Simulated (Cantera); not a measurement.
Input (Python, Cantera) and output of one run.

```python
import numpy as np
import cantera as ct

gas_names = """
    H HI HO2 H2 H2O H2O2 I I2 O OH O2 O3
""".split()
cond_names = """
    H2O(s) H2O(L) I2(cr) I2(L)
""".split()


def load(file, names, dense=False):
    # The tables refer to 1 bar. Condensed volumes are neglected.
    table = {s.name: s for s in ct.Species.list_from_file(file)}
    out = []
    for n in names:
        d = dict(table[n].input_data)
        d["thermo"] = dict(d["thermo"], **{"reference-pressure": 1e5})
        if dense:
            d["equation-of-state"] = {"model": "constant-volume", "density": "1e6 g/cm^3"}
        out.append(ct.Species.from_dict(d))
    return out


gas = ct.Solution(thermo="ideal-gas", species=load("nasa_gas.yaml", gas_names))
cond = {s.name: ct.Solution(thermo="fixed-stoichiometry", species=[s], name=s.name)
        for s in load("nasa_condensed.yaml", cond_names, dense=True)}
atoms = {
    'HI': {'H': 1, 'I': 1},
    'O2': {'O': 2},
}
top_T = {}  # K; cautious upper limits of use, not melting points


def equilibrate(T, P, feed):
    n = {}
    for name, mol in feed.items():
        for a, k in atoms[name].items():
            n[a] = n.get(a, 0.0) + k * mol
    gas.TPX = T, P, n
    mass = sum(n.values()) * gas.mean_molecular_weight
    gas.equilibrate("TP")
    valid = [c for c in cond.values() if c.min_temp <= T <= top_T.get(c.name, c.max_temp)]
    mix = ct.Mixture([(gas, mass / gas.mean_molecular_weight)] + [(c, 0.0) for c in valid])
    mix.T, mix.P = T, P
    mix.equilibrate("TP", solver="vcs", rtol=1e-11, max_steps=5000)
    return mix


results = []
feed = {'HI': 1, 'O2': 1.3}  # mol
T = 873.15  # K
P = 133.322  # Pa
mix = equilibrate(T, P, feed)
results.append((T, P, feed, dict(zip(mix.species_names, mix.species_moles))))
print(gas.report(threshold=1e-06))
for i in range(1, mix.n_phases):
    print(f"{mix.phase(i).name:16s} {mix.phase_moles(i):12.5e} mol")
```

It prints:

```
       temperature   873.15 K
          pressure   133.32 Pa
           density   0.0014022 kg/m^3
  mean mol. weight   76.356 kg/kmol
   phase of matter   gas

                          1 kg             1 kmol
                     ---------------   ---------------
          enthalpy        -1.366e+05        -1.043e+07  J
   internal energy       -2.3167e+05        -1.769e+07  J
           entropy            4001.6        3.0554e+05  J/K
    Gibbs function       -3.6306e+06       -2.7722e+08  J
 heat capacity c_p            444.42             33934  J/K
 heat capacity c_v            335.53             25620  J/K

                      mass frac. Y      mole frac. X     chem. pot. / RT
                     ---------------   ---------------   ---------------
                HI        1.2596e-05        7.5193e-06           -41.119
               H2O          0.053138           0.22522           -65.878
                 I           0.25451           0.15313           -16.575
                I2           0.49413           0.14866           -33.149
                O2           0.19821           0.47298           -33.578
     [   +7 minor]        1.4456e-08        6.4865e-08

I2(L)             0.00000e+00 mol
```

Equilibrium computed with Cantera from the NASA thermochemical tables; the gas is ideal and each condensed phase is pure.
